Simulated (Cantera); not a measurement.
**Formation from one mole of Cl2**

Source: NASA polynomial tables (part measured, part estimated), evaluated in Cantera. Values are per mole of reaction as written; species without (g) are pure solids or liquids, kept so even where they would boil at 1 bar.

Ca + Cl2(g) = CaCl2

| T (K) | ΔH° (kJ) | ΔS° (J/K) | ΔG° (kJ) | log10 K | condensed phases |
|---|---|---|---|---|---|
| 300 | -795.8 | -160.9 | -747.5 | 130.15 | Ca(s), CaCl2(s) |
| 550 | -792.6 | -153.1 | -708.4 | 67.27 | Ca(s), CaCl2(s) |
| 625 | -791.7 | -151.6 | -697.0 | 58.25 | Ca(s), CaCl2(s) |
| 700 | -790.9 | -150.4 | -685.6 | 51.16 | Ca(s), CaCl2(s) |
| 775 | -790.9 | -150.5 | -674.3 | 45.45 | Ca(s), CaCl2(s) |
| 850 | -789.9 | -149.2 | -663.1 | 40.75 | Ca(s), CaCl2(s) |
| 925 | -788.8 | -148.0 | -651.9 | 36.81 | Ca(s), CaCl2(s) |
| 1000 | -787.6 | -146.8 | -640.9 | 33.48 | Ca(s), CaCl2(s) |
| 1075 | -757.4 | -117.9 | -630.7 | 30.65 | Ca(s), CaCl2(l) |
| 1150 | -763.8 | -123.6 | -621.7 | 28.24 | Ca(l), CaCl2(l) |
| 1225 | -761.8 | -121.9 | -612.5 | 26.12 | Ca(l), CaCl2(l) |
| 1300 | -759.8 | -120.2 | -603.4 | 24.25 | Ca(l), CaCl2(l) |

2 Cs + Cl2(g) = 2 CsCl

```tsv
T (K)	ΔH° (kJ)	ΔS° (J/K)	ΔG° (kJ)	log10 K	condensed phases
300	-885.7	-191.1	-828.3	144.22	Cs(s), CsCl(s)
550	-887.0	-198.4	-777.9	73.87	Cs(l), CsCl(s)
625	-885.4	-195.7	-763.1	63.77	Cs(l), CsCl(s)
700	-883.5	-192.9	-748.5	55.85	Cs(l), CsCl(s)
775	-873.7	-179.7	-734.5	49.50	Cs(l), CsCl(s)
850	-871.3	-176.7	-721.1	44.31	Cs(l), CsCl(s)
925	-836.9	-139.2	-708.2	39.99	Cs(l), CsCl(l)
1000	-832.6	-134.6	-697.9	36.46	Cs(l), CsCl(l)
1075	-828.3	-130.5	-688.0	33.43	Cs(l), CsCl(l)
1150	-824.2	-126.8	-678.3	30.81	Cs(l), CsCl(l)
1225	-820.3	-123.5	-669.0	28.52	Cs(l), CsCl(l)
1300	-816.5	-120.6	-659.8	26.51	Cs(l), CsCl(l)
```

Mg + Cl2(g) = MgCl2(g)

```csv
T (K),ΔH° (kJ),ΔS° (J/K),ΔG° (kJ),log10 K,condensed phases
300,-392.5,21.4,-398.9,69.45,Mg(s)
550,-393.1,19.8,-404.1,38.37,Mg(s)
625,-393.4,19.4,-405.5,33.89,Mg(s)
700,-393.8,18.8,-407.0,30.37,Mg(s)
775,-394.2,18.3,-408.3,27.52,Mg(s)
850,-394.7,17.7,-409.7,25.18,Mg(s)
925,-403.6,8.0,-411.0,23.21,Mg(l)
1000,-404.4,7.2,-411.5,21.50,Mg(l)
1075,-405.1,6.5,-412.1,20.02,Mg(l)
1150,-405.9,5.8,-412.5,18.74,Mg(l)
1225,-406.6,5.2,-412.9,17.61,Mg(l)
1300,-407.3,4.6,-413.3,16.61,Mg(l)
```
